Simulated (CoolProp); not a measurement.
Properties of R1224YDZ along the isotherm 199.95 °C.

Values from CoolProp's reference Helmholtz-energy equation of state, Akasaka 2023.

| p (bar) | phase | density (kg/m³) | Joule-Thomson coefficient (K/MPa) | isothermal compressibility (1/MPa) |
|---|---|---|---|---|
| 6.41 | gas | 25.42 | 7.188 | 1.641 |
| 12.8 | gas | 53.61 | 7.627 | 0.8713 |
| 19.2 | gas | 85.48 | 8.107 | 0.6218 |
| 25.6 | gas | 122.1 | 8.612 | 0.5050 |
| 32.1 | gas | 165.8 | 9.110 | 0.4428 |
| 38.5 | supercritical | 217.7 | 9.532 | 0.4130 |
| 44.9 | supercritical | 282.7 | 9.833 | 0.4084 |
| 51.3 | supercritical | 369.3 | 9.866 | 0.4298 |
| 57.7 | supercritical | 485.3 | 8.521 | 0.3949 |
| 64.1 | supercritical | 592.4 | 5.734 | 0.2306 |
| 70.5 | supercritical | 663.6 | 3.914 | 0.1362 |
| 76.9 | supercritical | 712.6 | 2.888 | 0.09177 |
| 83.4 | supercritical | 750.0 | 2.247 | 0.06755 |
